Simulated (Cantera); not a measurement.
Feed: 1 mol c-C₄F₈, 1.2 mol Si, a varied amount of H₂, equilibrated at 1098 K and 0.100 bar.

These are equilibrium values from Cantera (NASA tables, ideal gas, pure condensed phases), not measurements of a reactor. Candidate condensed phases: C, C₆H₆, C₇H₈, C₈H₁₈, Si, SiC; 113 gas species. The feed counts by its element totals alone. Rates play no part.

Q: At 3.4 mol H₂, list the 4 most abundant gas species with their mole fractions, and the condensed phases.

A: HF 0.516, H₂ 0.290, SiF₄ 0.194, CH₄ 0.000307. Condensed: C(graphite).
